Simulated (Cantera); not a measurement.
What does this Cantera script print?

```python
import numpy as np
import cantera as ct

gas = ct.Solution("gri30.yaml")
gas.TPX = 1448, 2666, {'H2': 0.34, 'O2': 1}
reactor = ct.IdealGasConstPressureReactor(gas, energy="off", clone=False)
net = ct.ReactorNet([reactor])
net.rtol, net.atol = 1e-08, 1e-18
show = ['H2', 'O2', 'H', 'O', 'H2O2', 'OH', 'H2O']
times = np.geomspace(3e-05, 1, 10)

steps = ct.SolutionArray(gas, extra=["t"])
rows = []
print(f"{'t/s':>10s}{'T/K':>9s}{'P/Pa':>11s}" + "".join(f"{s:>11s}" for s in show))
for t in times:
    while net.time < t:
        t_next = net.step()
        steps.append(gas.state, t=t_next)
    rows.append([np.interp(t, steps.t, y) for y in (steps.T, steps.P, *steps(*show).X.T)])
    print(f"{t:10.3e}{rows[-1][0]:9.1f}{rows[-1][1]:11.4g}" + "".join(f"{x:11.3e}" for x in rows[-1][2:]))
rate = np.gradient(steps.T, steps.t)
print("integrator steps:", len(steps.t))
if steps.T.max() > steps.T[0] + 200:
    print(f"time of steepest temperature rise: {steps.t[rate.argmax()]:.4e} s")
gas.TPX = 1448, 2666, {'H2': 0.34, 'O2': 1}
gas.equilibrate("TP")
print(f"equilibrium (TP): T = {gas.T:.1f} K  " + "  ".join(f"{s} {gas[s].X[0]:.3e}" for s in show))
```

Output:

```
       t/s      T/K       P/Pa         H2         O2          H          O       H2O2         OH        H2O
 3.000e-05   1448.0       2666  2.537e-01  7.463e-01  8.652e-07  4.650e-07  1.858e-09  3.897e-07  8.243e-07
 9.543e-05   1448.0       2666  2.536e-01  7.462e-01  7.586e-05  4.461e-05  1.750e-08  3.688e-05  1.190e-04
 3.035e-04   1448.0       2666  1.803e-02  5.948e-01  8.024e-02  9.864e-02  4.488e-07  2.398e-02  1.843e-01
 9.655e-04   1448.0       2666  1.454e-02  6.046e-01  6.703e-02  9.185e-02  4.409e-07  2.231e-02  1.997e-01
 3.071e-03   1448.0       2666  1.078e-02  6.386e-01  3.803e-02  6.229e-02  4.724e-07  1.972e-02  2.306e-01
 9.769e-03   1448.0       2666  3.597e-03  6.869e-01  6.415e-03  1.894e-02  3.750e-07  1.177e-02  2.724e-01
 3.107e-02   1448.0       2666  4.222e-04  7.058e-01  2.476e-04  2.167e-03  1.431e-07  4.081e-03  2.873e-01
 9.884e-02   1448.0       2666  4.913e-05  7.086e-01  9.837e-06  2.522e-04  4.258e-08  1.399e-03  2.897e-01
 3.144e-01   1448.0       2666  8.577e-06  7.091e-01  7.226e-07  4.423e-05  1.384e-08  5.867e-04  2.902e-01
 1.000e+00   1448.0       2666  2.558e-06  7.093e-01  1.185e-07  1.323e-05  6.804e-09  3.209e-04  2.904e-01
integrator steps: 1671
equilibrium (TP): T = 1448.0 K  H2 1.957e-06  O2 7.093e-01  H 7.952e-08  O 1.013e-05  H2O2 6.076e-09  OH 2.807e-04  H2O 2.904e-01
```

Detailed kinetics in Cantera: GRI-Mech 3.0 (53 species, 325 reactions). Radical loss at walls, strong at low pressure, is not modelled. The temperature is held fixed by assumption; the heat of reaction is taken as removed at once.
